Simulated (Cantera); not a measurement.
Feed: 1 mol SiH2Cl2, 0.11 mol NH3, 9.4 mol N2, held at 823 K and 0.0900 Torr.

These are equilibrium values from Cantera (NASA tables, ideal gas, pure condensed phases), not measurements of a reactor. Candidate condensed phases: NH4Cl, Si, Si3N4; 28 gas species. Rates play no part.

Base state: N2 0.813, HCl 0.139, H2 0.0373, SiCl4 0.0111 (mole fractions); condensed: Si3N4(s).

Question: What changes in the equilibrium state with this change: SiH2Cl2 replaced by SiH4?

Answer: 
```tsv
species	before	after
N2	0.813	0.802
H2	0.0373	0.198
HCl	0.139	0
SiCl4	0.0111	0
Si3N4(s), mol	0.293	0.333
```
